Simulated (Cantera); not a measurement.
Feed: 1 mol C, a varied amount of H2, at 848 K and 1.00 bar.

Equilibrium computed with Cantera from the NASA thermochemical tables; the gas is ideal and each condensed phase is pure. Candidate condensed phases: C, C6H6, C7H8, C8H18; 76 gas species. Kinetics and transport are ignored.

### Question
What share of the C ends up in condensed phases as a function of n(H2) (mol), at 1, 1.3, 1.7, 2.1, 2.7, 3.5, 4.4?

### Answer
```json
[
 {"n(H2) (mol)": "1", "C condensed (%)": "76.5", "as": "C(graphite)"},
 {"n(H2) (mol)": "1.3", "C condensed (%)": "69.4", "as": "C(graphite)"},
 {"n(H2) (mol)": "1.7", "C condensed (%)": "60.0", "as": "C(graphite)"},
 {"n(H2) (mol)": "2.1", "C condensed (%)": "50.6", "as": "C(graphite)"},
 {"n(H2) (mol)": "2.7", "C condensed (%)": "36.5", "as": "C(graphite)"},
 {"n(H2) (mol)": "3.5", "C condensed (%)": "17.7", "as": "C(graphite)"},
 {"n(H2) (mol)": "4.4", "C condensed (%)": "0.0", "as": "-"}
]
```
